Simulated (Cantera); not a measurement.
Charge: 1 mol Si3N4, 0.2 mol Si, 0.17 mol N2, at 2102 °C and 1000 Pa.

Method: chemical equilibrium by Gibbs-energy minimisation in Cantera with the NASA 1993 tables (ideal gas, pure condensed phases). Candidate condensed phases: Si, Si3N4; 7 gas species. The tables' values for SiN are old estimates; treat these amounts as uncertain. Kinetics and transport are ignored.

Base state: N2 0.814, Si 0.177, Si2 0.00389, SiN 0.00197, Si2N 0.00190, Si3 0.000706 (mole fractions); condensed: Si(l).

What changes in the equilibrium state with this change: temperature from 2102 °C to 1502 °C?


```csv
species,before,after
N2,0.814,1.000
Si,0.177,0.000153
Si2N,0.00190,8.42e-6
Si2,0.00389,5.97e-7
Si3,0.000706,1.00e-7
SiN,0.00197,7.30e-6
"Si(l), mol",2.69,0
"Si3N4(s), mol",0,1.07
```

What changes in the equilibrium state with this change: temperature from 2102 °C to 2402 °C?


```json
[
 {"species": "Si", "before": "0.177", "after": "0.582"},
 {"species": "N2", "before": "0.814", "after": "0.407"},
 {"species": "Si2", "before": "0.00389", "after": "0.00714"},
 {"species": "Si2N", "before": "0.00190", "after": "0.000837"},
 {"species": "Si3", "before": "0.000706", "after": "0.000418"},
 {"species": "SiN", "before": "0.00197", "after": "0.00292"},
 {"species": "Si(l), mol", "before": "2.69", "after": "0"}
]
```

What changes in the equilibrium state with this change: temperature from 2102 °C to 2202 °C?


```csv
species,before,after
N2,0.814,0.589
Si,0.177,0.393
Si2,0.00389,0.0101
Si3,0.000706,0.00176
SiN,0.00197,0.00316
"Si(l), mol",2.69,1.63
```
